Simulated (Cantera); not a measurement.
What does this Cantera script print?

```python
import numpy as np
import cantera as ct

gas_names = """
    H H2 N NH NH2 NH3 N2 N2H2 N2H4 Si SiH SiH2 SiH3 SiH4 SiN Si2 Si2N Si3
""".split()
cond_names = """
    Si(cr) Si(L) Si3N4(a)
""".split()


# ... load() reads the species with a 1 bar reference pressure and builds the phases ...
atoms = {
    'SiH4': {'Si': 1, 'H': 4},
    'N2': {'N': 2},
}
top_T = {'Si3N4(a)': 2400}  # K; cautious upper limits of use, not melting points


# ... equilibrate(T, P, feed) seeds the gas with the atoms and calls Mixture.equilibrate('TP', solver="vcs", rtol=1e-11, max_steps=5000) ...
results = []
feed = {'SiH4': 1, 'N2': 4}  # mol
P = 29  # Pa
for T in [1000, 1100, 1200, 1300, 1400, 1500, 1600, 1700, 1800, 1900, 2000, 2100]:
    mix = equilibrate(T, P, feed)
    results.append((T, P, feed, dict(zip(mix.species_names, mix.species_moles))))
    x = sorted(zip(gas.X, gas.species_names), reverse=True)
    print(f"T = {T:g} K  P = {P:g} Pa  gas = {mix.phase_moles(0):.4g} mol")
    print("   x: " + "  ".join(f"{s} {v:.3e}" for v, s in x if v > 1e-05))
    print("   condensed (mol): " + ("  ".join(f"{mix.phase(i).name} {mix.phase_moles(i):.4g}"
          for i in range(1, mix.n_phases) if mix.phase_moles(i) > 1e-12) or "none"))
```

Result:

```
T = 1000 K  P = 29 Pa  gas = 5.333 mol
   x: N2 6.250e-01  H2 3.750e-01
   condensed (mol): Si3N4(a) 0.3333
T = 1100 K  P = 29 Pa  gas = 5.333 mol
   x: N2 6.250e-01  H2 3.750e-01
   condensed (mol): Si3N4(a) 0.3333
T = 1200 K  P = 29 Pa  gas = 5.333 mol
   x: N2 6.250e-01  H2 3.750e-01
   condensed (mol): Si3N4(a) 0.3333
T = 1300 K  P = 29 Pa  gas = 5.333 mol
   x: N2 6.250e-01  H2 3.750e-01  H 3.978e-05
   condensed (mol): Si3N4(a) 0.3333
T = 1400 K  P = 29 Pa  gas = 5.334 mol
   x: N2 6.249e-01  H2 3.749e-01  H 1.749e-04
   condensed (mol): Si3N4(a) 0.3333
T = 1500 K  P = 29 Pa  gas = 5.335 mol
   x: N2 6.248e-01  H2 3.746e-01  H 6.326e-04  Si 1.484e-05
   condensed (mol): Si3N4(a) 0.3333
T = 1600 K  P = 29 Pa  gas = 6.008 mol
   x: N2 6.658e-01  H2 3.320e-01  H 1.840e-03  Si 3.362e-04
   condensed (mol): Si(cr) 0.9978
T = 1700 K  P = 29 Pa  gas = 6.029 mol
   x: N2 6.634e-01  H2 3.292e-01  H 4.964e-03  Si 2.340e-03  Si2N 3.549e-05  SiH 3.538e-05  SiN 1.965e-05  Si2 1.026e-05
   condensed (mol): Si(L) 0.9849
T = 1800 K  P = 29 Pa  gas = 6.105 mol
   x: N2 6.552e-01  H2 3.216e-01  H 1.192e-02  Si 1.095e-02  SiH 1.206e-04  Si2N 1.075e-04  SiN 6.684e-05  Si2 6.617e-05  Si3 1.575e-05
   condensed (mol): Si(L) 0.9295
T = 1900 K  P = 29 Pa  gas = 6.363 mol
   x: N2 6.283e-01  H2 3.013e-01  Si 4.348e-02  H 2.558e-02  SiH 3.528e-04  Si2 3.494e-04  Si2N 2.843e-04  SiN 1.965e-04  Si3 7.881e-05  SiH2 1.757e-05
   condensed (mol): Si(L) 0.7101
T = 2000 K  P = 29 Pa  gas = 7.15 mol
   x: N2 5.590e-01  H2 2.552e-01  Si 1.344e-01  H 4.824e-02  Si2 1.246e-03  SiH 7.841e-04  Si2N 5.233e-04  SiN 4.453e-04  Si3 2.391e-04  SiH2 2.424e-05
   condensed (mol): none
T = 2100 K  P = 29 Pa  gas = 7.311 mol
   x: N2 5.469e-01  H2 2.294e-01  Si 1.345e-01  H 8.764e-02  SiH 5.950e-04  Si2 5.120e-04  SiN 3.513e-04  Si2N 1.232e-04  Si3 3.058e-05  SiH2 1.223e-05
   condensed (mol): none
```

These are equilibrium values from Cantera (NASA tables, ideal gas, pure condensed phases), not measurements of a reactor. N2 is the only nitrogen source here; it is nearly inert below about 1500 K, so the nitride shown seldom forms there in practice. The tables' values for SiN are old estimates; treat these amounts as uncertain. Gases not in the tables: Si2H6 and higher silanes.
